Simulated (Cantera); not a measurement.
A closed system holds: 1 mol CuO, 2 mol C, 0.025 mol CO, at 0.730 bar.

These are equilibrium values from Cantera (NASA tables, ideal gas, pure condensed phases), not measurements of a reactor. Candidate condensed phases: C, Cu, CuO, Cu2O; 15 gas species. Kinetics and transport are ignored. All values below are at 1075 K.

Base state: CO 0.917, CO2 0.0834 (mole fractions); condensed: C(graphite) + Cu(s).

Q: What changes in the equilibrium state with this change: pressure from 0.730 bar to 0.133 bar?

A: 
```tsv
species	before	after
CO	0.917	0.983
CO2	0.0834	0.0175
C(graphite), mol	1.08	1.02
Cu(s), mol	1.00	1.00
```
